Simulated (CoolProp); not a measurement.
Properties of dry air along the isotherm 38.15 °C (Tc = -140.6 °C, pc = 3786 kPa, ω = 0.034).

Computed with CoolProp (reference Helmholtz-energy equation of state, Lemmon 2000). It is a pseudo-pure fit of the blend.

| p (kPa) | phase | density (kg/m³) | cv (kJ/(kg K)) | Prandtl number |
|---|---|---|---|---|
| 3440 | gas | 38.68 | 0.7258 | 0.728 |
| 6880 | supercritical | 77.33 | 0.7329 | 0.748 |
| 10300 | supercritical | 115.2 | 0.7394 | 0.764 |
| 13800 | supercritical | 152.7 | 0.7455 | 0.777 |
| 17200 | supercritical | 187.7 | 0.7507 | 0.787 |
| 20700 | supercritical | 221.7 | 0.7555 | 0.794 |
| 24100 | supercritical | 252.6 | 0.7598 | 0.798 |
| 27500 | supercritical | 281.4 | 0.7637 | 0.800 |
| 31000 | supercritical | 308.9 | 0.7675 | 0.802 |
| 34400 | supercritical | 333.7 | 0.7710 | 0.803 |
| 37900 | supercritical | 357.3 | 0.7744 | 0.804 |

Viscosity comes from a separate model (Lemmon 2004). Thermal conductivity comes from a separate model (Lemmon 2004).
